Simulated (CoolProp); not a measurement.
o-xylene along the isobar 2.23 MPa: density (kg/m³) from the reference equation and from simpler models built on Tc = 630.3 K, pc = 3.737 MPa, ω = 0.312; each cubic takes its own stable root.

Computed with CoolProp (reference Helmholtz-energy equation of state, Zhou 2012).

```json
[
 {"T (K)": "311.7", "phase": "liquid", "reference": "866.2"},
 {"T (K)": "337.4", "phase": "liquid", "reference": "844.4"},
 {"T (K)": "363.1", "phase": "liquid", "reference": "822.2"},
 {"T (K)": "388.7", "phase": "liquid", "reference": "799.4"},
 {"T (K)": "414.4", "phase": "liquid", "reference": "775.7"},
 {"T (K)": "440.1", "phase": "liquid", "reference": "750.8"},
 {"T (K)": "465.8", "phase": "liquid", "reference": "724.3"},
 {"T (K)": "491.5", "phase": "liquid", "reference": "695.8"},
 {"T (K)": "517.2", "phase": "liquid", "reference": "664.2"},
 {"T (K)": "542.9", "phase": "liquid", "reference": "627.9"},
 {"T (K)": "568.6", "phase": "liquid", "reference": "582.9"},
 {"T (K)": "594.3", "phase": "gas", "reference": "76.02"},
 {"T (K)": "620", "phase": "gas", "reference": "64.49"}
]
```

Q: How far does each simpler model (van der Waals, Redlich-Kwong, Peng-Robinson) lie from the reference over these 13 states: mean and median of the absolute difference, and the worst?

A: 
- van der Waals: mean 40.5 %, median 41.5 %, worst -87.5 % at 568.6 K and 2.23 MPa
- Redlich-Kwong: mean 14.9 %, median 14.9 %, worst -22.3 % at 568.6 K and 2.23 MPa
- Peng-Robinson: mean 1.4 %, median 0.7 %, worst -5.8 % at 568.6 K and 2.23 MPa

At some of these states van der Waals gives the other phase, because its saturation line lies elsewhere.
